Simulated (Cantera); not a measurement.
What does this Cantera script print?

```python
import numpy as np
import cantera as ct

gas = ct.Solution("gri30.yaml")


def delay(T, t_max=10):
    gas.TPX = T, 1400000, {'CH4': 1, 'CO': 0.23, 'O2': 1.92, 'N2': 13.5, 'CO2': 1.9}
    reactor = ct.IdealGasConstPressureReactor(gas, clone=False)
    net = ct.ReactorNet([reactor])
    net.rtol, net.atol = 1e-8, 1e-16
    while net.time < t_max:
        t_old, T_old = net.time, reactor.T
        net.step()
        if reactor.T > T + 400:  # ignition: a rise of 400 K
            return t_old + (T + 400 - T_old) / (reactor.T - T_old) * (net.time - t_old)
    return np.nan


taus = []
for T in [1100, 1150, 1200, 1250, 1300, 1350, 1400, 1450, 1500]:
    taus.append(delay(T))
    print(f"T0 = {T:6g} K   tau = {taus[-1]:.4e} s")
```

It prints:

```
T0 =   1100 K   tau = 3.6925e-02 s
T0 =   1150 K   tau = 1.7860e-02 s
T0 =   1200 K   tau = 9.1866e-03 s
T0 =   1250 K   tau = 4.9564e-03 s
T0 =   1300 K   tau = 2.7743e-03 s
T0 =   1350 K   tau = 1.5974e-03 s
T0 =   1400 K   tau = 9.4003e-04 s
T0 =   1450 K   tau = 5.6279e-04 s
T0 =   1500 K   tau = 3.4190e-04 s
```

Computed with Cantera and GRI-Mech 3.0 (53 species, 325 reactions). The pressure lies above the range GRI-Mech 3.0 was tuned for (to about 10 atm).
